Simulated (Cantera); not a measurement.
An adiabatic, constant-pressure homogeneous reactor starts with 17.6 % H2, 17.3 % O2, 65.1 % N2, equivalence ratio 0.51, at 1500 K and 1.01 bar.

Model: GRI-Mech 3.0 (53 species, 325 reactions), integrated in Cantera.

Task: Predict: time of steepest temperature rise; temperature at 0.600 s; equilibrium temperature; x(H2) at 0.600 s; x(O2) at 0.600 s; x(NO) at 0.600 s; x(H2O) at 0.600 s; x(O) at 0.600 s.

Result: 
- time of steepest temperature rise = 14.0 µs
- temperature at 0.600 s = 2546 K
- equilibrium temperature = 2546 K
- x(H2) at 0.600 s = 0.00461 (gas-phase equilibrium 0.00461)
- x(O2) at 0.600 s = 0.0805 (gas-phase equilibrium 0.0805)
- x(NO) at 0.600 s = 0.0146 (gas-phase equilibrium 0.0146)
- x(H2O) at 0.600 s = 0.177 (gas-phase equilibrium 0.177)
- x(O) at 0.600 s = 0.00513 (gas-phase equilibrium 0.00513)
